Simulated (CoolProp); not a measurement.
Values from CoolProp's reference Helmholtz-energy equation of state, Lemmon 2006. It is a short technical equation, of lower accuracy than the large ones.

**Question.** For C3F8 (R218), give the phase and the cv (kJ/(kg K)), Prandtl number, fugacity coefficient at 247.3 K and 3110 kPa; 303.7 K and 3110 kPa.

**Answer.** 
- 247.3 K and 3110 kPa: liquid; cv 0.705, Prandtl number 6.36, fugacity coefficient 0.0577
- 303.7 K and 3110 kPa: liquid; cv 0.801, Prandtl number 4.25, fugacity coefficient 0.292

Viscosity comes from a separate model (Huber 2003), an estimate that may be off by 10 % or more. Thermal conductivity comes from a separate model (Huber 2003), an estimate that may be off by 10 % or more.
